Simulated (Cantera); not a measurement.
A Cantera script and its output.

```python
import numpy as np
import cantera as ct

gas = ct.Solution("SiF4_NH3_mec.yaml", "gas")
gas.TPX = 2025, 1333, {'NH3': 1, 'H2': 2.1}
reactor = ct.IdealGasConstPressureReactor(gas, energy="off", clone=False)
net = ct.ReactorNet([reactor])
net.rtol, net.atol = 1e-08, 1e-18
show = ['NH3', 'H2', 'NH', 'N', 'NH2', 'N2H4']
times = np.geomspace(2e-05, 200, 11)

steps = ct.SolutionArray(gas, extra=["t"])
rows = []
print(f"{'t/s':>10s}{'T/K':>9s}{'P/Pa':>11s}" + "".join(f"{s:>11s}" for s in show))
for t in times:
    while net.time < t:
        t_next = net.step()
        steps.append(gas.state, t=t_next)
    rows.append([np.interp(t, steps.t, y) for y in (steps.T, steps.P, *steps(*show).X.T)])
    print(f"{t:10.3e}{rows[-1][0]:9.1f}{rows[-1][1]:11.4g}" + "".join(f"{x:11.3e}" for x in rows[-1][2:]))
rate = np.gradient(steps.T, steps.t)
print("integrator steps:", len(steps.t))
if steps.T.max() > steps.T[0] + 200:
    print(f"time of steepest temperature rise: {steps.t[rate.argmax()]:.4e} s")
gas.TPX = 2025, 1333, {'NH3': 1, 'H2': 2.1}
gas.equilibrate("TP")
print(f"equilibrium (TP): T = {gas.T:.1f} K  " + "  ".join(f"{s} {gas[s].X[0]:.3e}" for s in show))
```

Result:

```
       t/s      T/K       P/Pa        NH3         H2         NH          N        NH2       N2H4
 2.000e-05   2025.0       1333  3.226e-01  6.774e-01  1.774e-11  5.298e-16  1.353e-06  5.468e-15
 1.002e-04   2025.0       1333  3.226e-01  6.774e-01  1.145e-09  4.979e-13  7.018e-06  2.236e-13
 5.024e-04   2025.0       1333  3.225e-01  6.774e-01  3.924e-08  1.278e-10  3.537e-05  6.208e-12
 2.518e-03   2025.0       1333  3.224e-01  6.773e-01  1.025e-06  1.783e-08  1.761e-04  1.566e-10
 1.262e-02   2025.0       1333  3.208e-01  6.776e-01  1.609e-05  1.093e-06  7.076e-04  2.533e-09
 6.325e-02   2025.0       1333  3.070e-01  6.861e-01  2.156e-05  1.728e-06  8.041e-04  3.270e-09
 3.170e-01   2025.0       1333  2.472e-01  7.232e-01  2.009e-05  1.746e-06  6.925e-04  2.425e-09
 1.589e+00   2025.0       1333  9.686e-02  8.166e-01  1.438e-05  1.721e-06  3.614e-04  6.598e-10
 7.962e+00   2025.0       1333  1.137e-03  8.725e-01  3.684e-06  2.091e-06  1.956e-05  1.910e-12
 3.991e+01   2025.0       1333  7.693e-07  8.634e-01  2.373e-08  4.158e-08  4.078e-08  8.083e-18
 2.000e+02   2025.0       1333  1.234e-07  8.634e-01  3.806e-09  6.668e-09  6.539e-09  2.106e-19
integrator steps: 1615
equilibrium (TP): T = 2025.0 K  NH3 7.151e-08  H2 8.634e-01  NH 2.206e-09  N 3.865e-09  NH2 3.791e-09  N2H4 7.262e-20
```

Computed with Cantera and the gas-phase N/H chemistry of the illustrative SiF4/NH3 mechanism in the Surface Chemkin manual (1991). Walls and surfaces, which speed up NH3 decomposition in real reactors, are not modelled.
